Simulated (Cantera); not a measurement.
An isothermal, constant-pressure homogeneous reactor starts with 3.94 % H₂, 96.1 % O₂, equivalence ratio 0.021, at 975 K and 0.00188 atm.

Computed with Cantera and the H2/O2 subset of GRI-Mech 3.0, which has no nitrogen chemistry. Radical loss at walls, strong at low pressure, is not modelled. The temperature is held fixed by assumption; the heat of reaction is taken as removed at once.

x: mole fraction; the columns are a selection and need not sum to one.

```tsv
t (s)	x H₂	x O₂	x H	x H₂O₂	x H₂O
3.00e-5	0.0394	0.961	<1e-12	<1e-12	<1e-12
0.000111	0.0394	0.961	2.75e-12	<1e-12	<1e-12
0.000412	0.0394	0.961	9.19e-12	<1e-12	<1e-12
0.00152	0.0394	0.961	2.92e-11	<1e-12	8.92e-12
0.00565	0.0394	0.961	1.70e-10	<1e-12	2.82e-10
0.0209	0.0394	0.961	2.72e-8	<1e-12	7.62e-8
0.0775	…	0.939	…	…	…
0.287	0.000450	0.939	0.00608	7.68e-9	0.0356
1.06	0.000204	0.951	0.00176	8.90e-9	0.0385
3.94	3.16e-5	0.958	0.000105	9.13e-9	0.0399
14.6	2.56e-6	0.960	2.51e-6	5.84e-9	0.0401
54.0	…	0.960	…	…	0.0402
200	3.07e-8	0.960	3.54e-9	7.86e-10	0.0402
```

Problem. Fill in the missing entries.

Solution. 
- 0.0775, x H₂: 0.00491
- 0.0775, x H: 0.0116
- 0.0775, x H₂O₂: 2.85e-8
- 0.0775, x H₂O: 0.0276
- 54.0, x H₂: 2.34e-7
- 54.0, x H: 7.20e-8
- 54.0, x H₂O₂: 2.36e-9
